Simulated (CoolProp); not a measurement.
Saturated liquid density (kg/m³) of n-heptane: the reference equation beside estimates from Tc = 541.2 K, pc = 2.774 MPa, ω = 0.349. Rackett uses Z = 0.29056 − 0.08775 ω.

Model: reference Helmholtz-energy equation of state, Span 2003, in CoolProp. It is a short technical equation, of lower accuracy than the large ones.

| T (K) | reference | Rackett | van der Waals | Redlich-Kwong | Soave-Redlich-Kwong | Peng-Robinson |
|---|---|---|---|---|---|---|
| 329.2 | 652.8 | 666.1 | 378.6 | 556.7 | 581.9 | 656.6 |
| 338.8 | 644.3 | 657.2 | 373.8 | 548.5 | 574.6 | 648.7 |
| 348.5 | 635.6 | 647.9 | 368.9 | 540.0 | 566.9 | 640.4 |
| 358.2 | 626.7 | 638.5 | 363.9 | 531.1 | 558.8 | 631.6 |
| 367.8 | 617.8 | 628.9 | 358.7 | 522.0 | 550.4 | 622.5 |
| 377.5 | 608.5 | 619.0 | 353.3 | 512.5 | 541.5 | 612.8 |
| 387.1 | 599.1 | 608.9 | 347.8 | 502.7 | 532.2 | 602.7 |
| 396.8 | 589.3 | 598.5 | 342.0 | 492.4 | 522.4 | 591.8 |
| 406.5 | 579.2 | 587.7 | 336.0 | 481.6 | 512.0 | 580.4 |

Absolute difference from the reference over all 9 rows, mean and median: Rackett 1.8 and 1.8 %, van der Waals 42.0 and 42.0 %, Redlich-Kwong 15.6 and 15.5 %, Soave-Redlich-Kwong 11.0 and 10.9 %, Peng-Robinson 0.6 and 0.7 %.
